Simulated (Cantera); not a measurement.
What does this Cantera script print?

```python
import numpy as np
import cantera as ct

gas_names = [...]  # 113 gases of nasa_gas.yaml made of C, F, H, Si
cond_names = """
    C(gr) C6H6(L) C7H8(L) C8H18(L),n-octa Si(cr) Si(L) SiC(b)
""".split()


# ... load() reads the species with a 1 bar reference pressure and builds the phases ...
atoms = {
    'SiF4': {'Si': 1, 'F': 4},
    'C2H2': {'C': 2, 'H': 2},
    'H2': {'H': 2},
}
top_T = {'C(gr)': 4500, 'SiC(b)': 3050}  # K; cautious upper limits of use, not melting points


# ... equilibrate(T, P, feed) seeds the gas with the atoms and calls Mixture.equilibrate('TP', solver="vcs", rtol=1e-11, max_steps=5000) ...
results = []
T = 1348  # K
P = 4900  # Pa
for m in [34, 55, 90, 150, 240, 390, 640, 1000]:
    feed = {'SiF4': 1, 'C2H2': 0.27, 'H2': m}  # mol
    mix = equilibrate(T, P, feed)
    results.append((T, P, feed, dict(zip(mix.species_names, mix.species_moles))))

top = {s: max(r[3][s] / sum(r[3][g] for g in gas_names) for r in results) for s in gas_names}
cols = sorted((s for s in top if top[s] > 0.0001), key=lambda s: -top[s])[:9]
seen = [c for c in cond_names if any(r[3].get(c, 0) > 1e-12 for r in results)]
print("log10 of partial pressures in bar; condensed amounts in mol")
print(f"{'n(H2)':>10s}" + "".join(f"{s[:9]:>10s}" for s in cols + seen))
for T, P, feed, n in results:
    ng = sum(n[g] for g in gas_names)
    print(f"{feed['H2']:10.4g}" + "".join(f"{np.log10(max(n[s] / ng * P / 1e5, 1e-99)):10.3f}" for s in cols)
          + "".join(f"{n.get(c, 0):10.4g}" for c in seen))
```

Result:

```
log10 of partial pressures in bar; condensed amounts in mol
     n(H2)        H2      SiF4        HF      SiF3     SiHF3       CH4     C(gr)    SiC(b)
        34    -1.324    -2.897    -3.714    -4.317    -4.345    -4.882    0.5132   0.01722
        55    -1.319    -3.109    -3.764    -4.476    -4.501    -4.872    0.4946   0.02981
        90    -1.316    -3.333    -3.819    -4.644    -4.668    -4.866    0.4654   0.04892
       150    -1.314    -3.572    -3.877    -4.823    -4.846    -4.862    0.4189   0.07826
       240    -1.313    -3.799    -3.934    -4.994    -5.016    -4.859     0.354    0.1172
       390    -1.312    -4.046    -3.995    -5.179    -5.201    -4.858    0.2542    0.1739
       640    -1.311    -4.315    -4.062    -5.381    -5.402    -4.856    0.1017    0.2544
      1000    -1.311    -4.568    -4.156    -5.539    -5.560    -4.980         0    0.3243
```

Equilibrium computed with Cantera from the NASA thermochemical tables; the gas is ideal and each condensed phase is pure. The tables' values for SiF3, SiF2 are old estimates; treat these amounts as uncertain.
